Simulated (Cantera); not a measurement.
Input (Python, Cantera):

```python
import numpy as np
import cantera as ct

gas = ct.Solution("gri30.yaml")
gas.TPX = 1425, 130000, {'C3H8': 1, 'O2': 5.95, 'N2': 22.4}
reactor = ct.IdealGasReactor(gas, energy="on", clone=False)
net = ct.ReactorNet([reactor])
net.rtol, net.atol = 1e-08, 1e-16
show = ['C3H8', 'O2', 'CH3', 'CO', 'CH2CO', 'HCO', 'NO']
times = np.geomspace(1e-05, 5, 15)

steps = ct.SolutionArray(gas, extra=["t"])
rows = []
print(f"{'t/s':>10s}{'T/K':>9s}{'P/Pa':>11s}" + "".join(f"{s:>11s}" for s in show))
for t in times:
    while net.time < t:
        t_next = net.step()
        steps.append(gas.state, t=t_next)
    rows.append([np.interp(t, steps.t, y) for y in (steps.T, steps.P, *steps(*show).X.T)])
    print(f"{t:10.3e}{rows[-1][0]:9.1f}{rows[-1][1]:11.4g}" + "".join(f"{x:11.3e}" for x in rows[-1][2:]))
rate = np.gradient(steps.T, steps.t)
print("integrator steps:", len(steps.t))
if steps.T.max() > steps.T[0] + 200:
    print(f"time of steepest temperature rise: {steps.t[rate.argmax()]:.4e} s")
gas.TPX = 1425, 130000, {'C3H8': 1, 'O2': 5.95, 'N2': 22.4}
gas.equilibrate("UV")
print(f"equilibrium (UV): T = {gas.T:.1f} K  " + "  ".join(f"{s} {gas[s].X[0]:.3e}" for s in show))
```

Output:

```
       t/s      T/K       P/Pa       C3H8         O2        CH3         CO      CH2CO        HCO         NO
 1.000e-05   1421.9  1.298e+05  3.351e-02  2.024e-01  4.103e-04  2.746e-06  3.127e-07  1.114e-08  7.981e-14
 2.553e-05   1420.3  1.299e+05  3.198e-02  2.016e-01  8.336e-04  5.406e-05  6.958e-06  1.230e-07  1.053e-12
 6.518e-05   1426.7  1.312e+05  2.709e-02  1.984e-01  9.639e-04  6.014e-04  9.647e-05  6.994e-07  8.053e-12
 1.664e-04   2782.6  2.748e+05  1.143e-43  4.583e-02  1.237e-14  4.112e-02  3.805e-17  7.513e-08  6.746e-04
 4.249e-04   2881.1  2.823e+05  2.795e-43  4.063e-02  1.657e-14  3.674e-02  4.343e-17  5.588e-08  8.382e-03
 1.085e-03   2872.1  2.813e+05  3.059e-43  3.780e-02  1.667e-14  3.675e-02  4.328e-17  5.482e-08  1.506e-02
 2.770e-03   2870.5  2.811e+05  3.108e-43  3.733e-02  1.669e-14  3.675e-02  4.325e-17  5.464e-08  1.618e-02
 7.071e-03   2870.5  2.811e+05  3.108e-43  3.733e-02  1.669e-14  3.675e-02  4.325e-17  5.464e-08  1.618e-02
 1.805e-02   2870.5  2.811e+05  3.108e-43  3.733e-02  1.669e-14  3.675e-02  4.325e-17  5.464e-08  1.618e-02
 4.609e-02   2870.5  2.811e+05  3.108e-43  3.733e-02  1.669e-14  3.675e-02  4.325e-17  5.464e-08  1.618e-02
 1.177e-01   2870.5  2.811e+05  3.108e-43  3.733e-02  1.669e-14  3.675e-02  4.325e-17  5.464e-08  1.618e-02
 3.004e-01   2870.5  2.811e+05  3.108e-43  3.733e-02  1.669e-14  3.675e-02  4.325e-17  5.464e-08  1.618e-02
 7.671e-01   2870.5  2.811e+05  3.108e-43  3.733e-02  1.669e-14  3.675e-02  4.325e-17  5.464e-08  1.618e-02
 1.958e+00   2870.5  2.811e+05  3.108e-43  3.733e-02  1.669e-14  3.675e-02  4.325e-17  5.464e-08  1.618e-02
 5.000e+00   2870.5  2.811e+05  3.108e-43  3.733e-02  1.669e-14  3.675e-02  4.325e-17  5.464e-08  1.618e-02
integrator steps: 1883
time of steepest temperature rise: 1.3429e-04 s
equilibrium (UV): T = 2870.5 K  C3H8 6.230e-43  O2 3.733e-02  CH3 2.269e-14  CO 3.675e-02  CH2CO 4.760e-17  HCO 5.464e-08  NO 1.618e-02
```

Computed with Cantera and GRI-Mech 3.0 (53 species, 325 reactions). GRI-Mech 3.0 was tuned for natural gas; its chemistry of propane as a main component is partial and can be far from experiment.
